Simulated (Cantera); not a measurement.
An isothermal, constant-pressure homogeneous reactor starts with 47.6 % NH3, 52.4 % N2, at 1600 K and 23.3 Torr.

Computed with Cantera and the gas-phase N/H chemistry of the illustrative SiF4/NH3 mechanism in the Surface Chemkin manual (1991). Walls and surfaces, which speed up NH3 decomposition in real reactors, are not modelled.

x: mole fraction; the columns are a selection and need not sum to one.

```csv
t (s),x NH3,x N2,x N2H2,x H2,x H
5.00e-6,0.476,0.524,<1e-12,8.72e-10,2.40e-9
1.66e-5,0.476,0.524,<1e-12,6.45e-9,4.43e-9
5.52e-5,0.476,0.524,<1e-12,3.11e-8,5.00e-9
0.000183,0.476,0.524,<1e-12,1.15e-7,5.00e-9
0.000609,0.476,0.524,1.06e-11,3.94e-7,5.00e-9
0.00202,0.476,0.524,2.25e-10,1.32e-6,5.01e-9
0.00672,0.476,0.524,3.31e-9,4.45e-6,5.17e-9
0.0223,0.476,0.524,4.20e-8,1.71e-5,7.27e-9
0.0742,0.476,0.524,4.49e-7,0.000142,3.66e-8
0.246,0.474,0.524,1.17e-6,0.00161,2.63e-7
0.818,0.469,0.524,1.16e-6,0.00739,9.83e-7
2.72,0.451,0.523,1.07e-6,?,?
9.03,0.399,0.523,8.42e-7,0.0782,9.21e-6
30.0,?,0.521,?,?,?
```

Q: Fill in the missing entries.

A: 
- 2.72, x H2: 0.0258
- 2.72, x H: 3.15e-6
- 30.0, x NH3: 0.284
- 30.0, x N2H2: 4.67e-7
- 30.0, x H2: 0.195
- 30.0, x H: 2.41e-5
